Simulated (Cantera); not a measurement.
A Cantera script and its output.

```python
import numpy as np
import cantera as ct

gas = ct.Solution("gri30.yaml")
gas.TPX = 523, 22000, {'CH4': 1, 'C2H6': 0.79, 'O2': 6.03, 'N2': 22.7, 'CO2': 1.7}
flame = ct.FreeFlame(gas, width=0.12)
flame.set_refine_criteria(ratio=3, slope=0.08, curve=0.16)
flame.transport_model = "mixture-averaged"
flame.solve(loglevel=0, auto=True)
flame.transport_model = "multicomponent"
flame.soret_enabled = True
flame.solve(loglevel=0, refine_grid=True)
z, T = flame.grid, flame.T
thick = (T[-1] - T[0]) / np.gradient(T, z).max()
show = ['CH4', 'C2H6', 'O2', 'H', 'CH2CO', 'HCO']
print(f"laminar burning velocity  {flame.velocity[0] * 100:.3f} cm/s")
print(f"burnt temperature         {T[-1]:.1f} K")
print(f"thermal thickness         {thick * 1e3:.4f} mm")
print(f"grid points               {len(z)}")
z0 = z[flame.heat_release_rate.argmax()]
print(f"{'z/mm':>9s}{'T/K':>9s}{'u/(m/s)':>9s}" + "".join(f"{s:>11s}" for s in show))
rows = []
for k in (-3, -2, -1.5, -1, -0.5, -0.25, 0, 0.25, 0.5, 1, 2, 4, 8):
    zz = z0 + k * thick
    rows.append([k * thick, np.interp(zz, z, T), np.interp(zz, z, flame.velocity),
                 *(np.interp(zz, z, flame.X[gas.species_index(s)]) for s in show)])
    print(f"{rows[-1][0] * 1e3:9.3f}{rows[-1][1]:9.1f}{rows[-1][2]:9.3f}" + "".join(f"{x:11.3e}" for x in rows[-1][3:]))
```

Result:

```
laminar burning velocity  85.498 cm/s
burnt temperature         2037.6 K
thermal thickness         1.6243 mm
grid points               138
     z/mm      T/K  u/(m/s)        CH4       C2H6         O2          H      CH2CO        HCO
   -4.873    523.1    0.856  3.101e-02  2.451e-02  1.871e-01  7.083e-14  1.365e-09 -2.689e-17
   -3.249    524.6    0.859  3.090e-02  2.449e-02  1.868e-01  4.727e-11  3.492e-08  6.892e-16
   -2.436    529.1    0.867  3.065e-02  2.446e-02  1.863e-01  2.055e-09  2.010e-07  4.728e-14
   -1.624    567.0    0.932  2.929e-02  2.412e-02  1.833e-01  2.744e-07  3.320e-06  9.938e-11
   -0.812    841.0    1.399  2.275e-02  1.866e-02  1.596e-01  3.652e-05  6.704e-05  2.341e-07
   -0.406   1172.7    1.978  1.490e-02  9.064e-03  1.273e-01  3.805e-04  2.283e-04  7.128e-06
    0.000   1512.2    2.583  4.885e-03  7.658e-04  8.772e-02  2.362e-03  3.032e-04  4.726e-05
    0.406   1644.7    2.815  5.059e-04  3.324e-06  6.459e-02  5.036e-03  5.695e-05  1.334e-05
    0.812   1677.0    2.864  2.805e-05  4.026e-09  5.644e-02  6.435e-03  2.821e-06  8.408e-07
    1.624   1712.4    2.911  1.024e-07  5.855e-14  5.168e-02  6.915e-03  6.060e-09  1.687e-08
    3.249   1759.5    2.979  4.307e-11 -1.138e-17  4.910e-02  5.983e-03  1.938e-12  9.107e-09
    6.497   1820.2    3.070 -6.769e-17 -3.045e-17  4.710e-02  4.163e-03 -4.601e-16  5.228e-09
   12.994   1887.8    3.169  1.389e-16  2.169e-17  4.492e-02  2.401e-03  3.840e-16  2.326e-09
```

Cantera simulation using GRI-Mech 3.0 (53 species, 325 reactions); the numbers are that mechanism's predictions, not measurements. Burning velocities carry a grid error of a few per cent, more on coarse grids.
